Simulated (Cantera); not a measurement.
Input: 1 mol SiF4, 1700 mol H2, equilibrated at 1048.15 K and 0.140 bar.

Equilibrium computed with Cantera from the NASA thermochemical tables; the gas is ideal and each condensed phase is pure. Candidate condensed phases: Si; 25 gas species. Kinetics and transport are ignored.

Base state: H2 0.999, SiF4 0.000537, HF 5.26e-5, SiHF3 4.68e-5 (mole fractions); condensed: gas only.

Question: What changes in the equilibrium state with this change: SiF4 replaced by (CH3)2SiCl2?

Answer: 
| species | before | after |
|---|---|---|
| H2 | 0.999 | 0.998 |
| HCl | 0 | 0.00117 |
| CH4 | 0 | 0.000587 |
| SiF4 | 0.000537 | 0 |
| HF | 5.26e-5 | 0 |
| SiHF3 | 4.68e-5 | 0 |
| SiC(s), mol | 0 | 1.000 |
The feed counts by its element totals alone. Further candidate phases: C, C6H6, C7H8, C8H18, SiC.
